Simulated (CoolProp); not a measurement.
A closed Brayton cycle with carbon dioxide: compressor inlet 311.15 K and 9.6 MPa, high pressure 27.3 MPa, turbine inlet 660 K, compressor efficiency 0.89, turbine efficiency 0.93, recuperator effectiveness 0.95 (on enthalpy, no pinch check). Each further row changes one setting.

Values from CoolProp's reference Helmholtz-energy equation of state, Span 1996.

| case | thermal efficiency (%) | net work (kJ/kg) | compressor to turbine work | compressor exit (K) | turbine exit (K) |
|---|---|---|---|---|---|
| as stated | 32.8 | 79.7 | 0.26 | 344.1 | 545.8 |
| turbine inlet 610 K | 29.9 | ___ | 0.29 | 344.1 | ___ |
| compressor inlet 321.15 K | 30.6 | 66.5 | ___ | 387.1 | 545.8 |
| high pressure 23.2 MPa | ___ | ___ | 0.24 | ___ | ___ |
| recuperator effectiveness 0.5 | 22.1 | 79.7 | 0.26 | 344.1 | 545.8 |

### Question
Fill in the missing entries.

### Answer

- turbine inlet 610 K, net work (kJ/kg): 68.6
- turbine inlet 610 K, turbine exit (K): 500.3
- compressor inlet 321.15 K, compressor to turbine work: 0.38
- high pressure 23.2 MPa, thermal efficiency (%): 31.7
- high pressure 23.2 MPa, net work (kJ/kg): 70.7
- high pressure 23.2 MPa, compressor exit (K): 338.3
- high pressure 23.2 MPa, turbine exit (K): 563.2
